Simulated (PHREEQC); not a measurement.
A PHREEQC speciation (ion-association model, wateq4f.dat) at 15 °C gives pH 2.26 and these molalities:

```csv
species,mol/kgw
H+,0.00592
H2PO4-,0.00458
H3PO4,0.00302
H2AsO4-,0.00110
H3AsO4,0.00100
SO4-2,0.000104
HSO4-,3.57e-5
HPO4-2,6.19e-8
HAsO4-2,1.68e-8
```

Question: What are the element totals, and what could have been dissolved in 1 kg of water to give them?

Answer: One answer among several that fit: totals As(5) 0.00210, P 0.00760, S(6) 0.000140 mol/kgw, from 0.0076 mol H3PO4, 0.00014 mol H2SO4 and 0.0021 mol H3AsO4 per kg of water.

This is a speciation only: nothing precipitates in the calculation. H3PO4, which wateq4f.dat lacks, is added to it with the constant of phreeqc.dat.
